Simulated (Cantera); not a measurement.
A closed system holds: 1 mol C, 0.038 mol H₂O, 1.1 mol H₂, equilibrated at 2098 K and 1.10 bar.

Method: chemical equilibrium by Gibbs-energy minimisation in Cantera with the NASA 1993 tables (ideal gas, pure condensed phases). Rates play no part.

| species | before | after |
|---|---|---|
| H₂ | 0.963 | 0.840 |
| H | 0.00288 | 0.0919 |
| C₂H₂ (acetylene) | 0.00137 | 0.0356 |
| CO | 0.0323 | 0.0308 |
| C₃ | <1e-9 | 6.89e-5 |
| C | <1e-9 | 1.31e-5 |
| C₆H₂ | <1e-9 | 1.17e-5 |
| C₂H | 1.06e-7 | 0.000553 |
| C₄H₂ | 7.94e-7 | 0.000627 |
| C₂H₂ (vinylidene) | 2.09e-7 | 8.26e-5 |
| C(graphite), mol | 0.958 | 0.869 |
Gas species are given as mole fractions.

Problem. Name the change that produced these shifts.
A) temperature from 2098 K to 2873.15 K
B) H₂O from 0.038 to 0.48 mol
C) temperature from 2098 K to 1075 K
D) temperature from 2098 K to 573 K

Solution. A, temperature from 2098 K to 2873.15 K
